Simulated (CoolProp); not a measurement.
The numbers come from the reference Helmholtz-energy equation of state, Beckmüller 2019 in CoolProp.

Task: For n-octane, give the phase and the Z, cv (kJ/(kg K)), speed of sound (m/s) at 117.95 °C and 11.9 bar.

Result: 
- 117.95 °C and 11.9 bar: liquid; Z 0.0674, cv 2.13, speed of sound 818
